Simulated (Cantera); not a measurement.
An adiabatic, constant-volume homogeneous reactor starts with CH4 : C2H6 : C3H8 : O2 : N2 = 1.6 : 0.15 : 0.23 : 7.5 : 28.2 (molar parts), equivalence ratio 0.65, at 1523 K and 2180 Torr.

Detailed kinetics in Cantera: GRI-Mech 3.0 (53 species, 325 reactions). GRI-Mech 3.0 was tuned for natural gas; its chemistry of propane as a main component is partial and can be far from experiment.

One state of this run: T (K) = 2808; P (bar) = 5.49; x CH4 = <1e-12; x C2H6 = <1e-12; x C3H8 = <1e-12; x H2O = 0.105; x H2 = 0.00409; x CH2CO = <1e-12; x OH = 0.0167. x: mole fraction; the columns are a selection and need not sum to one.

Task: Which value of t (s) does it belong to?
A. 5.16e-6
B. 1.33e-5
C. 0.0262
D. 3.44e-5

Result: C, 0.0262
